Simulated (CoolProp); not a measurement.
Toluene along the isobar 3.63 MPa: density (kg/m³) from the reference equation and from simpler models built on Tc = 591.7 K, pc = 4.126 MPa, ω = 0.266; each cubic takes its own stable root.

Model: reference Helmholtz-energy equation of state, Lemmon 2006, in CoolProp. It is a short technical equation, of lower accuracy than the large ones.

| T (K) | phase | reference |
|---|---|---|
| 399.1 | liquid | 768.5 |
| 417.5 | liquid | 749.4 |
| 435.9 | liquid | 729.4 |
| 454.3 | liquid | 708.4 |
| 472.7 | liquid | 686.0 |
| 491.1 | liquid | 661.8 |
| 509.6 | liquid | 635.1 |
| 528 | liquid | 604.9 |
| 546.4 | liquid | 568.8 |
| 564.8 | liquid | 521.2 |
| 583.2 | gas | 149.0 |
| 601.6 | gas | 112.9 |
| 620 | gas | 98.26 |

How far does each simpler model (Redlich-Kwong, Soave-Redlich-Kwong, Peng-Robinson) lie from the reference over these 13 states: mean and median of the absolute difference, and the worst?


- Redlich-Kwong: mean 14.0 %, median 14.6 %, worst -22.8 % at 564.8 K and 3.63 MPa
- Soave-Redlich-Kwong: mean 11.3 %, median 10.9 %, worst -19.1 % at 564.8 K and 3.63 MPa
- Peng-Robinson: mean 2.4 %, median 1.4 %, worst -9.1 % at 564.8 K and 3.63 MPa
